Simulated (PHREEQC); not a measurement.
Make-up at 25 °C: 0.002 mol/kgw NH4HF2, 0.15 mol/kgw (NH4)2SiF6, 0.00049 mol/kgw H3AsO4 and 0.0005 mol/kgw H2SO4. Closed to the air; pH follows from the charge balance.

Model: ion-association model, wateq4f.dat, run in PHREEQC.

This is a speciation only: nothing precipitates in the calculation.

Task: Predict the pH.

Result: pH 2.91.

Task: In which forms is As present?

Result: H2AsO4- 86 %, H3AsO4 14 % of the As.

Saturation is exceeded, for instance for Quartz (slow to form), Chalcedony (slow to form); the values hold only as long as no solid forms. Complexes and solids missing from the database can't appear. SiF6-2 is the database's only silicon fluoride.
